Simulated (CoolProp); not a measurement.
Vapour pressure (MPa) of CH2F2 (R32): the reference equation beside estimates from Tc = 78.1 °C, pc = 5.783 MPa, ω = 0.277. Clausius-Clapeyron is anchored at -18.05 °C with a constant enthalpy of vaporisation of 17.76 kJ/mol.

Values from CoolProp's reference Helmholtz-energy equation of state, Tillner-Roth 1997.

```csv
T (°C),reference,Lee-Kesler,Clausius-Clapeyron,van der Waals,Peng-Robinson
-38.05,0.1937,0.1916,0.2141,0.9186,0.1923
-34.05,0.2306,0.2292,0.2492,1.004,0.2293
-30.05,0.2729,0.2723,0.2887,1.094,0.2716
-26.05,0.3209,0.3213,0.3328,1.189,0.3199
-22.05,0.3753,0.3768,0.3820,1.289,0.3745
-18.05,0.4365,0.4393,0.4365,1.395,0.4360
-14.05,0.5051,0.5094,0.4967,1.506,0.5051
-10.05,0.5816,0.5876,0.5631,1.623,0.5823
-6.05,0.6667,0.6745,0.6359,1.746,0.6682
-2.05,0.7610,0.7706,0.7155,1.874,0.7634
1.95,0.8651,0.8765,0.8024,2.008,0.8686
5.95,0.9796,0.9929,0.8968,2.148,0.9844
9.95,1.105,1.120,0.9993,2.294,1.112
13.95,1.243,1.259,1.110,2.446,1.251
```

Absolute difference from the reference over all 14 rows, mean and median: Lee-Kesler 0.9 and 1.1 %, Clausius-Clapeyron 5.8 and 5.9 %, van der Waals 206.1 and 188.6 %, Peng-Robinson 0.4 and 0.4 %.
